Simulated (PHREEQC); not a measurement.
Make-up at 25 °C: 0.028 mol/kgw Al2(SO4)3, 0.3 mol/kgw NiCl2, 0.0036 mol/kgw NaHCO3 and 0.002 mol/kgw NaCl. Closed to the air; pH follows from the charge balance.

Model: ion-association model, wateq4f.dat, run in PHREEQC.

| quantity | before | after |
|---|---|---|
| pH | 4.50 | 5.47 |
| ionic strength (mol/kgw) | 0.778 | 0.767 |
| Cl- (mol/kgw) | 0.472 | 0.481 |
| AlSO4+ (mol/kgw) | 0.0277 | 0.0187 |
| Al+3 (mol/kgw) | 0.0226 | 0.0120 |
| SO4-2 (mol/kgw) | 0.0192 | 0.0239 |
| SI of Al(OH)3(a) (Al(OH)3) | -0.10 | +2.56 |
| SI of Boehmite (AlOOH) | +2.13 | +4.78 |

**Question.** Name the change that produced these shifts.
A. 0.022 mol/kgw AgNO3 added
B. NiCl2 left out
C. diluted 5-fold with water
D. diluted 2-fold with water
E. 0.03 mol/kgw Na2CO3 added

**Answer.** E, 0.03 mol/kgw Na2CO3 added

This is a speciation only: nothing precipitates in the calculation. The ionic strength passes 0.7 mol/kgw, the rough limit of the ion-association models, in every such run. Some of these states are supersaturated (in Basaluminite, Boehmite (slow to form), Al(OH)3(a), for instance).
